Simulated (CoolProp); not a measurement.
Properties of nitrogen along the isotherm 132.5 K.

Computed with CoolProp (reference Helmholtz-energy equation of state, Span 2000).

| p (MPa) | phase | cv (kJ/(kg K)) | Joule-Thomson coefficient (K/MPa) | isothermal compressibility (1/MPa) | viscosity (µPa s) | conductivity (mW/(m K)) |
|---|---|---|---|---|---|---|
| 0.107 | gas | 0.7455 | 9.642 | 9.432 | 9.03 | 12.4 |
| 0.167 | gas | 0.7474 | 9.650 | 6.075 | 9.05 | 12.5 |
| 0.26 | gas | 0.7504 | 9.661 | 3.935 | 9.08 | 12.6 |
| 0.405 | gas | 0.7553 | 9.678 | 2.561 | 9.14 | 12.7 |
| 0.631 | gas | 0.7633 | 9.701 | 1.681 | 9.24 | 12.9 |
| 0.983 | gas | 0.7768 | 9.725 | ___ | 9.41 | ___ |
| 1.53 | gas | 0.8010 | 9.728 | 0.7749 | ___ | 14.3 |
| 2.38 | gas | 0.8501 | ___ | 0.5834 | 10.4 | 16.5 |
| 3.71 | supercritical | ___ | 8.253 | ___ | 12.7 | 25.5 |
| 5.78 | supercritical | 0.9699 | ___ | 0.1027 | 30.8 | 52.3 |
| 9 | supercritical | 0.9226 | 0.6199 | 0.02902 | 41.5 | 63.9 |
| 14 | supercritical | 0.9186 | 0.1320 | 0.01395 | 50.9 | ___ |
| 21.8 | supercritical | 0.9291 | -0.1469 | 0.007831 | 61.7 | 88.9 |
| 34 | supercritical | 0.9497 | -0.3210 | 0.004715 | 75.2 | 105 |

**Question.** What belongs in the gaps?

**Answer.** 
- 0.983, isothermal compressibility (1/MPa): 1.122
- 0.983, conductivity (mW/(m K)): 13.4
- 1.53, viscosity (µPa s): 9.72
- 2.38, Joule-Thomson coefficient (K/MPa): 9.588
- 3.71, cv (kJ/(kg K)): 0.9995
- 3.71, isothermal compressibility (1/MPa): 0.6553
- 5.78, Joule-Thomson coefficient (K/MPa): 1.816
- 14, conductivity (mW/(m K)): 75.6

Viscosity comes from a separate model (Lemmon 2004). Thermal conductivity comes from a separate model (Lemmon 2004).
